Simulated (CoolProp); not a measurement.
Cyclohexane along the isotherm 346.85 °C: fugacity coefficient from the reference equation and from simpler models built on Tc = 280.5 °C, pc = 4.081 MPa, ω = 0.209; each cubic takes its own stable root.

Model: reference Helmholtz-energy equation of state, Zhou 2014, in CoolProp.

```csv
p (MPa),phase,reference,van der Waals,Redlich-Kwong,Soave-Redlich-Kwong,Peng-Robinson
0.0645,gas,0.9963,0.9964,0.9961,0.9963,0.9958
0.147,gas,0.9915,0.9919,0.9912,0.9916,0.9904
0.334,gas,0.9807,0.9816,0.9801,0.9811,0.9784
0.761,gas,0.9563,0.9583,0.9549,0.9572,0.9512
1.73,gas,0.9019,0.9057,0.8989,0.9041,0.8915
3.94,gas,0.7825,0.7863,0.7765,0.7886,0.7650
8.96,supercritical,0.5492,0.5431,0.5428,0.5697,0.5385
20.4,supercritical,0.3730,0.4073,0.3787,0.4054,0.3678
```
